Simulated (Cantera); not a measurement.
Mixture: CH4 : H2 : O2 : N2 = 1 : 0.031 : 4.11 : 15.5 (molar parts), at 5.00 bar, adiabatic and at constant pressure. Ignition delay is the time to a rise of 400 K.

Computed with Cantera and GRI-Mech 3.0 (53 species, 325 reactions). Below about 1000 K GRI-Mech 3.0 lacks low-temperature oxidation paths. Below about 950 K walls govern HO2 and H2O2 in real vessels.

Q: Predict: delay at 875 K; delay at 975 K; delay at 1075 K; delay at 1175 K; apparent activation energy between 1125 and 1225 K.

A: 
```json
{
 "delay at 875 K": "0.983 s",
 "delay at 975 K": "0.108 s",
 "delay at 1075 K": "23.2 ms",
 "delay at 1175 K": "6.75 ms",
 "apparent activation energy between 1125 and 1225 K": "140 kJ/mol"
}
```
